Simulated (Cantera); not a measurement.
An isothermal, constant-pressure homogeneous reactor starts with 3.90 % C2H6, 96.1 % N2, at 1523 K and 1280 Torr.

Cantera simulation using GRI-Mech 3.0 (53 species, 325 reactions); the numbers are that mechanism's predictions, not measurements. GRI-Mech 3.0 stops at C3 and has no aromatics, soot or wall deposition, so with more carbon than oxygen in the feed, carbon stays in small species such as C2H2 where larger ones or solid carbon would form.

x: mole fraction; the columns are a selection and need not sum to one.

```csv
t (s),x C2H6,x HCN,x H,x C2H,x CH2,x C2H4,x H2
5.00e-6,0.0387,3.25e-11,5.85e-6,<1e-12,9.34e-8,6.05e-5,5.64e-5
2.92e-5,0.0343,3.93e-8,3.32e-5,9.00e-10,8.94e-7,0.00337,0.00318
0.000171,0.0132,1.23e-7,4.39e-5,1.20e-8,6.08e-7,0.0187,0.0213
0.00100,0.000247,1.55e-7,1.61e-5,1.34e-8,2.21e-8,0.0151,0.0437
0.00585,6.12e-6,1.54e-7,3.88e-6,4.07e-9,9.51e-10,0.00668,0.0519
0.0342,3.62e-6,1.54e-7,3.80e-6,4.40e-9,7.37e-10,0.000909,0.0575
0.200,3.05e-6,1.55e-7,3.88e-6,4.48e-9,6.80e-10,0.000720,0.0587
1.17,(withheld),1.60e-7,(withheld),4.72e-9,4.93e-10,(withheld),0.0626
6.84,7.34e-7,(withheld),4.58e-6,5.03e-9,3.03e-10,0.000854,0.0664
40.0,7.05e-7,2.89e-7,4.60e-6,5.05e-9,2.94e-10,0.000858,0.0665
```

### Question
Fill in the missing entries.

### Answer

- 1.17, x C2H6: 1.63e-6
- 1.17, x H: 4.20e-6
- 1.17, x C2H4: 0.000784
- 6.84, x HCN: 1.81e-7
